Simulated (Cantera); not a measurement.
Nitride etching: Si3N4 + H2

Feed: 1 mol Si3N4, 600 mol H2, held at 10.0 mbar.

These are equilibrium values from Cantera (NASA tables, ideal gas, pure condensed phases), not measurements of a reactor. Candidate condensed phases: Si, Si3N4; 18 gas species. Mutual solubility and eutectic melting of coexisting phases are not modelled. Gases not in the tables: Si2H6 and higher silanes. Equilibrium is a limit: real reactors are often held back by kinetics, nucleation or transport.

```tsv
T (K)	log p H2	log p N2	log p H	log p Si	n Si(s)	n Si3N4(s)	n Si(l)
1423	-2.00	-5.02	-6.18	-8.82	0.862	0.712	0
1473	-2.00	-4.56	-5.90	-8.26	2.49	0.170	0
1523	-2.00	-4.48	-5.64	-7.74	3.00	0	0
1573	-2.00	-4.48	-5.39	-7.26	2.99	0	0
1623	-2.00	-4.48	-5.16	-6.81	2.98	0	0
1673	-2.00	-4.48	-4.94	-6.38	2.96	0	0
1723	-2.00	-4.48	-4.74	-6.01	0	0	2.92
```
log p: log10 of the partial pressure in bar; n: condensed amount in mol.

From 1423 K to 1473 K the condensed part is Si(s) + Si3N4(s). From 1523 K to 1673 K the condensed part is Si(s). At 1723 K the condensed part is Si(l). The main Si-bearing gas is SiH2 at 1423 K and Si at 1723 K.
